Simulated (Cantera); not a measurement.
Cantera run:

```python
import numpy as np
import cantera as ct

gas_names = """
    B BH BH2 BH3 BN B2 H H2 N NH NH2 NH3 N2 N2H2 N2H4
""".split()
cond_names = """
    B(b) B(L) BN(s)
""".split()


# ... load() reads the species with a 1 bar reference pressure and builds the phases ...
atoms = {
    'B2H6': {'B': 2, 'H': 6},
    'NH3': {'N': 1, 'H': 3},
    'N2': {'N': 2},
}
top_T = {'BN(s)': 3200}  # K; cautious upper limits of use, not melting points


# ... equilibrate(T, P, feed) seeds the gas with the atoms and calls Mixture.equilibrate('TP', solver="vcs", rtol=1e-11, max_steps=5000) ...
results = []
feed = {'B2H6': 1, 'NH3': 28, 'N2': 4.2}  # mol
P = 17  # Pa
for T in [1225, 1325, 1425, 1525, 1625, 1725, 1825, 1925, 2025, 2125, 2225]:
    mix = equilibrate(T, P, feed)
    results.append((T, P, feed, dict(zip(mix.species_names, mix.species_moles))))
    x = sorted(zip(gas.X, gas.species_names), reverse=True)
    print(f"T = {T:g} K  P = {P:g} Pa  gas = {mix.phase_moles(0):.4g} mol")
    print("   x: " + "  ".join(f"{s} {v:.3e}" for v, s in x if v > 1e-05))
    print("   condensed (mol): " + ("  ".join(f"{mix.phase(i).name} {mix.phase_moles(i):.4g}"
          for i in range(1, mix.n_phases) if mix.phase_moles(i) > 1e-12) or "none"))
```

Result:

```
T = 1225 K  P = 17 Pa  gas = 62.2 mol
   x: H2 7.235e-01  N2 2.765e-01  H 2.033e-05
   condensed (mol): BN(s) 2
T = 1325 K  P = 17 Pa  gas = 62.2 mol
   x: H2 7.234e-01  N2 2.765e-01  H 1.067e-04
   condensed (mol): BN(s) 2
T = 1425 K  P = 17 Pa  gas = 62.21 mol
   x: H2 7.231e-01  N2 2.765e-01  H 4.449e-04
   condensed (mol): BN(s) 2
T = 1525 K  P = 17 Pa  gas = 62.25 mol
   x: H2 7.221e-01  N2 2.763e-01  H 1.542e-03
   condensed (mol): BN(s) 2
T = 1625 K  P = 17 Pa  gas = 62.34 mol
   x: H2 7.195e-01  N2 2.759e-01  H 4.590e-03
   condensed (mol): BN(s) 2
T = 1725 K  P = 17 Pa  gas = 62.58 mol
   x: H2 7.131e-01  N2 2.749e-01  H 1.203e-02
   condensed (mol): BN(s) 1.999
T = 1825 K  P = 17 Pa  gas = 63.09 mol
   x: H2 6.991e-01  N2 2.726e-01  H 2.824e-02  BH2 4.126e-05  B 1.220e-05
   condensed (mol): BN(s) 1.997
T = 1925 K  P = 17 Pa  gas = 64.15 mol
   x: H2 6.712e-01  N2 2.683e-01  H 6.007e-02  B 1.923e-04  BH2 1.802e-04
   condensed (mol): BN(s) 1.976
T = 2025 K  P = 17 Pa  gas = 67.16 mol
   x: H2 6.120e-01  N2 2.710e-01  H 1.155e-01  B 1.182e-03  BH2 3.300e-04  BH 2.523e-05
   condensed (mol): B(b) 1.896
T = 2125 K  P = 17 Pa  gas = 70.8 mol
   x: H2 5.334e-01  N2 2.571e-01  H 2.034e-01  B 5.545e-03  BH2 4.900e-04  BH 7.848e-05  BN 2.953e-05
   condensed (mol): B(b) 1.565
T = 2225 K  P = 17 Pa  gas = 77.42 mol
   x: H2 4.196e-01  H 3.218e-01  N2 2.350e-01  B 2.258e-02  BH2 6.250e-04  BH 2.076e-04  BN 9.208e-05
   condensed (mol): B(b) 0.1802
```

Method: chemical equilibrium by Gibbs-energy minimisation in Cantera with the NASA 1993 tables (ideal gas, pure condensed phases). The feed counts by its element totals alone. The tables' values for BH2 are old estimates; treat these amounts as uncertain.
